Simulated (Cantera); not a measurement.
Feed: 1 mol Pb, 3.4 mol CO, 52 mol H2, at 1075 K and 10000 Pa.

Equilibrium computed with Cantera from the NASA thermochemical tables; the gas is ideal and each condensed phase is pure. Candidate condensed phases: C, C6H6, C7H8, C8H18, H2O, Pb, PbO, PbO2, Pb3O4; 113 gas species. Equilibrium is a limit: real reactors are often held back by kinetics, nucleation or transport.

Base state: H2 0.936, CO 0.0597, CH4 0.00173, H2O 0.00162, Pb 0.000759, CO2 0.000111 (mole fractions); condensed: Pb(l).

Problem. What changes in the equilibrium state with this change: temperature from 1075 K to 800 K?

Solution. 
```json
[
 {"species": "H2", "before": "0.936", "after": "0.882"},
 {"species": "CH4", "before": "0.00173", "after": "0.0528"},
 {"species": "H2O", "before": "0.00162", "after": "0.0499"},
 {"species": "CO", "before": "0.0597", "after": "0.0122"},
 {"species": "Pb", "before": "0.000759", "after": "6.14e-7"},
 {"species": "CO2", "before": "0.000111", "after": "0.00290"},
 {"species": "Pb(l), mol", "before": "0.958", "after": "1.000"}
]
```

Problem. What changes in the equilibrium state with this change: temperature from 1075 K to 1575 K?

Solution. 
| species | before | after |
|---|---|---|
| H2 | 0.936 | 0.922 |
| CO | 0.0597 | 0.0603 |
| Pb | 0.000759 | 0.0177 |
| CH4 | 0.00173 | 2.93e-5 |
| H | 4.49e-8 | 0.000126 |
| CO2 | 0.000111 | 6.78e-7 |
| Pb(l), mol | 0.958 | 0 |

Problem. What changes in the equilibrium state with this change: Pb replaced by Fe(CO)5?

Solution. 
| species | before | after |
|---|---|---|
| H2 | 0.936 | 0.858 |
| CO | 0.0597 | 0.137 |
| CH4 | 0.00173 | 0.00240 |
| Pb | 0.000759 | 0 |
| CO2 | 0.000111 | 0.000352 |
| H2O | 0.00162 | 0.00205 |
| Pb(l), mol | 0.958 | 0 |
| Fe(α), mol | 0 | 1.00 |
Further candidate phases: Fe, Fe(CO)5, FeO, Fe(OH)2, Fe(OH)3, Fe2O3, Fe3O4.
